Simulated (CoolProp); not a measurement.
A single-stage vapour-compression cycle with R114: evaporating at 324.15 K (dew point), condensing at 384.15 K (bubble point), superheat 8 K, subcooling 5 K, compressor efficiency 0.8, no pressure losses. Each further row changes one setting.

Model: reference Helmholtz-energy equation of state, Platzer 1990, in CoolProp. This equation is an older, rougher fit; its heat capacities, sound speeds and derivatives of the liquid may be far off and weren't checked against measurements.

```
case                              cooling COP  pressure ratio  discharge temperature (K)  refrigerating effect (kJ/kg)  volumetric capacity (kJ/m³)
--------------------------------  -----------  --------------  -------------------------  ----------------------------  ---------------------------
as stated                                2.74            3.83                      384.2                          62.2                         1980
evaporating temperature 329.15 K         3.17            3.36                      384.5                          65.1                         2370
condensing temperature 379.15 K          3.20            3.48                      379.1                          68.1                         2180
subcooling 10 K                          3.01            3.83                      384.2                          68.2                         2180
superheat 18 K                           2.90            3.83                      392.4                          69.9                         2140
compressor efficiency 0.7                2.40            3.83                      386.8                          62.2                         1980
```

The compression ends wet for: as stated; condensing temperature 379.15 K; subcooling 10 K.
